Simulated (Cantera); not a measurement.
B2H6 + O2 (boron, boron nitride and boron oxide)

Charge: 1 mol B2H6, 1.5 mol O2, equilibrated at 0.00110 bar.

Method: chemical equilibrium by Gibbs-energy minimisation in Cantera with the NASA 1993 tables (ideal gas, pure condensed phases). Candidate condensed phases: B, B2O3, B3O3H3, H2O; 23 gas species. The feed counts by its element totals alone. Kinetics and transport are ignored.

```
T (°C)   x H2       x H    x B2O3      x BO    x HBO2     x HBO     x H2O     x BO2    x B2O2  n B2O3(l)
------  -----  --------  --------  --------  --------  --------  --------  --------  --------  ---------
500      1.00  2.74e-11    <1e-12    <1e-12  2.38e-10  7.81e-10   2.38e-8    <1e-12    <1e-12       1.00
650     1.000   7.38e-9  5.54e-11    <1e-12   8.64e-8   3.35e-7   4.00e-7    <1e-12  1.12e-11      1.000
800     1.000   4.22e-7   7.84e-8  4.44e-10   7.80e-6   1.81e-5   5.69e-6    <1e-12   1.25e-8      1.000
950     0.999   9.06e-6   1.75e-5   1.25e-7  0.000239  0.000329   4.78e-5  2.49e-11   2.04e-6      0.999
1100    0.992  0.000100   0.00114   1.06e-5   0.00312   0.00330  0.000216   7.02e-9  0.000119      0.987
1250    0.921  0.000669    0.0313  0.000354    0.0239    0.0193  0.000716   6.60e-7   0.00284      0.822
1400    0.687   0.00285     0.177   0.00371    0.0707    0.0434   0.00160   1.72e-5    0.0134          0
1550    0.667    0.0107     0.162    0.0135    0.0817    0.0487   0.00317  0.000110    0.0130          0
1700    0.631    0.0323     0.141    0.0368    0.0932    0.0483   0.00615  0.000548    0.0105          0
1850    0.565    0.0813     0.112    0.0759     0.103    0.0407    0.0119   0.00222   0.00669          0
2000    0.462     0.172    0.0775     0.122     0.104    0.0286    0.0215   0.00726   0.00338          0
2150    0.326     0.305    0.0439     0.163    0.0858    0.0170    0.0306    0.0183   0.00144          0
```
x: gas mole fraction; n: condensed amount in mol.

From 500 °C to 1250 °C the condensed part is B2O3(l). From 1400 °C to 2150 °C nothing is condensed. The main B-bearing gas is B3O3H3 at 500 °C and BO at 2150 °C.
